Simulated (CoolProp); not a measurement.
Vapour-liquid equilibrium of ethylbenzene (1) + p-xylene (2) at 212.45 °C; x and y are mole fractions of (1).

Values from CoolProp's multi-fluid Helmholtz-energy mixture model, Zhou 2012 and Zhou 2012; pair parameters Bell 2016.

Give the bubble pressure and the first vapour's composition at x = 0.35, 0.45, 0.75. Is there an azeotrope?

x = 0.35: 532.7 kPa, y = 0.358; x = 0.45: 534.9 kPa, y = 0.458; x = 0.75: 540.6 kPa, y = 0.755. No azeotrope shows between x = 0.05 and 0.95.

Pair parameters are fitted to limited data, so mixtures are less certain than the pure fluids.
